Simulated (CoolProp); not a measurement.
The numbers come from the reference Helmholtz-energy equation of state, Lemmon 2006 in CoolProp. It is a short technical equation, of lower accuracy than the large ones.

Question: For CH3F (R41), give the phase and the speed of sound (m/s) at 425 K and 0.201 MPa.

Answer: 
- 425 K and 0.201 MPa: gas; speed of sound 355
